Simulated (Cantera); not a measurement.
Input: 1 mol HMDSO, 5.5 mol N₂O, 11 mol H₂, at 550 K and 0.248 Torr.

Equilibrium computed with Cantera from the NASA thermochemical tables; the gas is ideal and each condensed phase is pure. Candidate condensed phases: C, C₆H₆, C₇H₈, C₈H₁₈, H₂O, Si, SiC, SiO₂, Si₂N₂O, Si₃N₄; 151 gas species. The feed counts by its element totals alone. The numbers say what is thermodynamically allowed, not how fast it happens.

Base state: H₂ 0.629, N₂ 0.225, H₂O 0.0779, CH₄ 0.0553, CO₂ 0.0114, CO 0.00159 (mole fractions); condensed: C(graphite) + SiO₂(α-quartz).

### Question
What changes in the equilibrium state with this change: temperature from 550 K to 2073.15 K?

### Answer
```tsv
species	before	after
H₂	0.629	0.515
CO	0.00159	0.168
N₂	0.225	0.155
H	<1e-9	0.104
Si	<1e-9	0.0389
SiO	<1e-9	0.0162
CO₂	0.0114	<1e-9
CH₄	0.0553	6.35e-9
H₂O	0.0779	1.23e-8
HCN	<1e-9	0.00113
Si₂C	<1e-9	0.000534
C(graphite), mol	4.33	0
SiO₂(α-quartz), mol	2.00	0
```
The tables' values for SiN are old estimates; treat these amounts as uncertain. Gases not in the tables: Si₂H₆ and higher silanes.

### Question
What changes in the equilibrium state with this change: H₂ from 11 to 50 mol?

### Answer
| species | before | after |
|---|---|---|
| H₂ | 0.629 | 0.782 |
| N₂ | 0.225 | 0.0924 |
| CH₄ | 0.0553 | 0.0855 |
| H₂O | 0.0779 | 0.0379 |
| CO₂ | 0.0114 | 0.00174 |
| CO | 0.00159 | 0.000622 |
| C(graphite), mol | 4.33 | 0.770 |
| SiO₂(α-quartz), mol | 2.00 | 2.00 |

### Question
What changes in the equilibrium state with this change: H₂ from 11 to 48 mol?

### Answer
| species | before | after |
|---|---|---|
| H₂ | 0.629 | 0.779 |
| N₂ | 0.225 | 0.0952 |
| CH₄ | 0.0553 | 0.0847 |
| H₂O | 0.0779 | 0.0389 |
| CO₂ | 0.0114 | 0.00185 |
| CO | 0.00159 | 0.000642 |
| C(graphite), mol | 4.33 | 0.963 |
| SiO₂(α-quartz), mol | 2.00 | 2.00 |
